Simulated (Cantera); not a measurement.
What does this Cantera script print?

```python
import numpy as np
import cantera as ct

gas = ct.Solution("gri30.yaml")
gas.TPX = 1950, 32, {'CH4': 1, 'N2': 17}
inlet = ct.Reservoir(gas, clone=True)

reactor = ct.IdealGasConstPressureReactor(gas, energy="off", clone=False)
exhaust = ct.Reservoir(gas, clone=True)
tau = [18, 2.4, 0.32, 0.044, 0.0059, 0.00079, 0.00011][0]
for a, b in ((inlet, reactor), (reactor, exhaust)):
    ct.MassFlowController(a, b, mdot=lambda t: reactor.mass / tau)
net = ct.ReactorNet([reactor])
show = ['CH4', 'H2', 'HCN', 'C2H6', 'H']

rows = []
print(f"{'tau/s':>10s}{'T/K':>9s}" + "".join(f"{s:>11s}" for s in show))
for tau in [18, 2.4, 0.32, 0.044, 0.0059, 0.00079, 0.00011]:
    net.initial_time = 0.0
    net.advance(30 * tau)
    before = gas.X
    net.advance(40 * tau)
    drift = np.max(np.abs(gas.X - before) / (gas.X + 1e-9))
    rows.append([gas.T, *gas[show].X, drift])
    print(f"{tau:10.3e}{gas.T:9.1f}" + "".join(f"{x:11.3e}" for x in gas[show].X))
```

Output:

```
     tau/s      T/K        CH4         H2        HCN       C2H6          H
 1.800e+01   1950.0  5.176e-03  7.050e-02  1.234e-04  7.311e-08  5.366e-04
 2.400e+00   1950.0  1.887e-02  4.970e-02  1.248e-05  3.710e-07  2.804e-04
 3.200e-01   1950.0  4.634e-02  9.961e-03  2.330e-07  2.414e-07  5.452e-05
 4.400e-02   1950.0  5.503e-02  2.739e-04  4.224e-10  5.826e-09  6.664e-06
 5.900e-03   1950.0  5.549e-02  2.761e-05  2.626e-12  5.835e-11  4.967e-06
 7.900e-04   1950.0  5.555e-02  1.860e-06  2.637e-14  1.262e-13  2.497e-06
 1.100e-04   1950.0  5.555e-02  5.702e-08  1.950e-16  1.440e-16  5.497e-07
```

Detailed kinetics in Cantera: GRI-Mech 3.0 (53 species, 325 reactions). GRI-Mech 3.0 stops at C3 and has no aromatics, soot or wall deposition, so with more carbon than oxygen in the feed, carbon stays in small species such as C2H2 where larger ones or solid carbon would form. Radical loss at walls, strong at low pressure, is not modelled.
